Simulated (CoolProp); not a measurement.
A single-stage vapour-compression cycle with R113: evaporating at 319.15 K (dew point), condensing at 371.15 K (bubble point), superheat 2 K, subcooling 8 K, compressor efficiency 0.75, no pressure losses. Each further row changes one setting.

Model: reference Helmholtz-energy equation of state, Marx 1992, in CoolProp.

```json
[
 {"case": "as stated", "cooling COP": "3.85", "pressure ratio": "4.33", "discharge temperature (K)": "371.2", "refrigerating effect (kJ/kg)": "104", "volumetric capacity (kJ/m³)": "728"},
 {"case": "evaporating temperature 324.15 K", "cooling COP": "4.44", "pressure ratio": "3.68", "discharge temperature (K)": "371.2", "refrigerating effect (kJ/kg)": "107", "volumetric capacity (kJ/m³)": "875"},
 {"case": "condensing temperature 366.15 K", "cooling COP": "4.39", "pressure ratio": "3.84", "discharge temperature (K)": "366.2", "refrigerating effect (kJ/kg)": "109", "volumetric capacity (kJ/m³)": "762"},
 {"case": "subcooling 13 K", "cooling COP": "4.04", "pressure ratio": "4.33", "discharge temperature (K)": "371.2", "refrigerating effect (kJ/kg)": "109", "volumetric capacity (kJ/m³)": "762"},
 {"case": "superheat 12 K", "cooling COP": "3.92", "pressure ratio": "4.33", "discharge temperature (K)": "377.2", "refrigerating effect (kJ/kg)": "111", "volumetric capacity (kJ/m³)": "750"},
 {"case": "compressor efficiency 0.65", "cooling COP": "3.34", "pressure ratio": "4.33", "discharge temperature (K)": "371.9", "refrigerating effect (kJ/kg)": "104", "volumetric capacity (kJ/m³)": "728"}
]
```

The compression ends wet for: as stated; evaporating temperature 324.15 K; condensing temperature 366.15 K; subcooling 13 K.
